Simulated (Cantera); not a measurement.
**Premixed flame**

A freely propagating, adiabatic, planar premixed flame of 53.2 % H2, 9.84 % O2, 37.0 % N2, equivalence ratio 2.7, unburnt at 425 K and 5.20 bar; multicomponent+Soret transport, grid criteria slope 0.08 and curve 0.16, no radiation.

Computed with Cantera and the H2/O2 subset of GRI-Mech 3.0, which has no nitrogen chemistry. The hydrogen kinetics of GRI-Mech 3.0 are dated; newer H2 mechanisms differ, most at raised pressure. Burning velocities carry a grid error of a few per cent, more on coarse grids.

| z (mm) | T (K) | u (m/s) | x H2 | x O2 | x OH | x H2O | x O | x H |
|---|---|---|---|---|---|---|---|---|
| -0.157 | 425 | 3.81 | 0.532 | 0.0984 | <1e-8 | <1e-8 | <1e-8 | <1e-8 |
| -0.104 | 425 | 3.81 | 0.531 | 0.0984 | <1e-8 | 2.53e-7 | <1e-8 | <1e-8 |
| -0.0783 | 426 | 3.81 | 0.530 | 0.0986 | <1e-8 | 2.21e-6 | <1e-8 | <1e-8 |
| -0.0522 | 430 | 3.81 | 0.524 | 0.0999 | <1e-8 | 4.85e-5 | 6.76e-8 | <1e-8 |
| -0.0261 | 548 | 4.53 | 0.482 | 0.105 | 4.76e-5 | 0.00609 | 9.54e-6 | 4.74e-5 |
| -0.0131 | 871 | 7.06 | 0.453 | 0.0921 | 0.000522 | 0.0390 | 0.000143 | 0.00247 |
| 0 | 1228 | 9.95 | 0.416 | 0.0639 | 0.000796 | 0.0957 | 0.000591 | 0.0122 |
| 0.0131 | 1472 | 12.0 | 0.378 | 0.0335 | 0.00115 | 0.153 | 0.000815 | 0.0244 |
| 0.0261 | 1606 | 13.1 | 0.356 | 0.0144 | 0.00124 | 0.189 | 0.000546 | 0.0313 |
| 0.0522 | 1718 | 14.0 | 0.345 | 0.00230 | 0.00115 | 0.212 | 0.000159 | 0.0315 |
| 0.104 | 1799 | 14.6 | 0.348 | 0.000120 | 0.000982 | 0.217 | 5.49e-5 | 0.0239 |
| 0.209 | 1863 | 15.0 | 0.354 | 8.44e-6 | 0.000725 | 0.218 | 2.42e-5 | 0.0155 |
| 0.418 | 1908 | 15.4 | 0.359 | 2.66e-6 | 0.000468 | 0.219 | 9.07e-6 | 0.00923 |
x: mole fraction of selected species; z is measured from the peak of heat release.

```yaml
laminar_burning_velocity: 381 cm/s
thermal_thickness: 0.0522 mm
peak x(OH): 0.00124
peak x(O): 0.000825
peak x(H): 0.0327
grid_points: 112
```
